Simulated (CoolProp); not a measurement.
Vapour-liquid equilibrium of acetone (1) + n-hexane (2) at 1.38 bar; x and y are mole fractions of (1).

Values from CoolProp's multi-fluid Helmholtz-energy mixture model, Lemmon 2006 and Thol 2019; pair parameters Bell 2016.

```csv
x,"bubble temperature, mixture model (°C)","bubble temperature, Raoult's law (°C)","y, mixture model","y, Raoult's law"
0.05,72.4,78.0,0.206,0.074
0.2,63.4,75.6,0.461,0.274
0.35,60.5,73.4,0.549,0.449
0.5,59.5,71.3,0.597,0.602
0.65,59.2,69.4,0.642,0.737
0.8,59.9,67.6,0.715,0.858
0.95,63.0,65.9,0.887,0.966
```

The largest gap from Raoult's law is -12.9 K in bubble temperature, at x = 0.35. y crosses x between x = 0.5 and 0.65: the model has an azeotrope there.

Pair parameters are fitted to limited data, so mixtures are less certain than the pure fluids.
